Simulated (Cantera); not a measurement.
A closed system holds: 1 mol ZrO2, 0.76 mol H2, 0.19 mol H2O, equilibrated at 1950 K and 133 Pa.

These are equilibrium values from Cantera (NASA tables, ideal gas, pure condensed phases), not measurements of a reactor. Candidate condensed phases: H2O, Zr, ZrO2; 12 gas species. Equilibrium is a limit: real reactors are often held back by kinetics, nucleation or transport.

Problem. What is the equilibrium state?

Solution. 
| Quantity | Value |
|---|---|
| x(H2) | 0.775 |
| x(H2O) | 0.197 |
| x(H) | 0.0276 |
| x(OH) | 0.000636 |
| x(O) | 1.68e-5 |
| x(O2) | 1.85e-6 |
| n(ZrO2(tetragonal)) | 1.00 mol |
| gas amount | 0.9636 mol |
| log10 activity of Zr(β) (absent) | -11.14 |
